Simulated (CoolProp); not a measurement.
Vapour-liquid equilibrium of p-xylene (1) + n-decane (2) at 2.65 bar; x and y are mole fractions of (1).

Values from CoolProp's multi-fluid Helmholtz-energy mixture model, Zhou 2012 and Lemmon 2006; pair parameters Bell 2016.

```json
[
 {"x": "0.05", "bubble temperature, mixture model (K)": "486.6", "bubble temperature, Raoult's law (K)": "486.7", "y, mixture model": "___", "y, Raoult's law": "0.101"},
 {"x": "0.15", "bubble temperature, mixture model (K)": "481.5", "bubble temperature, Raoult's law (K)": "481.7", "y, mixture model": "0.262", "y, Raoult's law": "0.275"},
 {"x": "0.25", "bubble temperature, mixture model (K)": "476.9", "bubble temperature, Raoult's law (K)": "477.1", "y, mixture model": "0.403", "y, Raoult's law": "0.421"},
 {"x": "0.35", "bubble temperature, mixture model (K)": "___", "bubble temperature, Raoult's law (K)": "472.9", "y, mixture model": "0.523", "y, Raoult's law": "0.543"},
 {"x": "0.45", "bubble temperature, mixture model (K)": "468.7", "bubble temperature, Raoult's law (K)": "469.0", "y, mixture model": "0.626", "y, Raoult's law": "0.646"},
 {"x": "0.55", "bubble temperature, mixture model (K)": "___", "bubble temperature, Raoult's law (K)": "465.3", "y, mixture model": "___", "y, Raoult's law": "0.734"},
 {"x": "0.65", "bubble temperature, mixture model (K)": "461.7", "bubble temperature, Raoult's law (K)": "461.9", "y, mixture model": "0.792", "y, Raoult's law": "0.809"},
 {"x": "0.75", "bubble temperature, mixture model (K)": "458.5", "bubble temperature, Raoult's law (K)": "458.7", "y, mixture model": "0.860", "y, Raoult's law": "0.873"},
 {"x": "0.85", "bubble temperature, mixture model (K)": "455.6", "bubble temperature, Raoult's law (K)": "455.7", "y, mixture model": "0.920", "y, Raoult's law": "0.929"},
 {"x": "0.95", "bubble temperature, mixture model (K)": "452.8", "bubble temperature, Raoult's law (K)": "452.8", "y, mixture model": "___", "y, Raoult's law": "0.978"}
]
```

Problem. Complete the blanks.

Solution. 
- 0.05, y, mixture model: 0.095
- 0.35, bubble temperature, mixture model (K): 472.6
- 0.55, bubble temperature, mixture model (K): 465.0
- 0.55, y, mixture model: 0.714
- 0.95, y, mixture model: 0.975

The largest gap from Raoult's law is -0.3 K in bubble temperature, at x = 0.35. No azeotrope shows between x = 0.05 and 0.95.

The pair parameters rest on a limited set of measurements; away from them the model extrapolates.
